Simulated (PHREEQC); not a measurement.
Dissolve 7.1 mmol/kgw NH4Cl, 0.57 mmol/kgw K2HPO4 and 130 mmol/kgw NaCl at 25 °C. Closed to the air; pH follows from the charge balance.

The numbers come from PHREEQC with the ion-association model, phreeqc.dat.

```json
[
 {"quantity": "pH", "before": "7.52", "after": "7.71"},
 {"quantity": "HPO4-2 (mol/kgw)", "before": "0.000439", "after": "0.000461"},
 {"quantity": "H2PO4- (mol/kgw)", "before": "9.30e-5", "after": "6.87e-5"},
 {"quantity": "NH3 (mol/kgw)", "before": "9.25e-5", "after": "6.84e-5"},
 {"quantity": "NaHPO4- (mol/kgw)", "before": "3.75e-5", "after": "4.00e-5"},
 {"quantity": "KHPO4- (mol/kgw)", "before": "3.17e-7", "after": "3.39e-7"},
 {"quantity": "SI of Halite (NaCl)", "before": "-3.56", "after": "-3.55"},
 {"quantity": "SI of Sylvite (KCl)", "before": "-4.97", "after": "-4.91"}
]
```

### Question
Which change was made?
A) temperature from 25 to 15 °C
B) 0.0024 mol/kgw HF added
C) NaCl from 0.13 to 0.195 mol/kgw
D) 0.013 mol/kgw NaOH added

### Answer
A, temperature from 25 to 15 °C

Precipitation was switched off in this run.
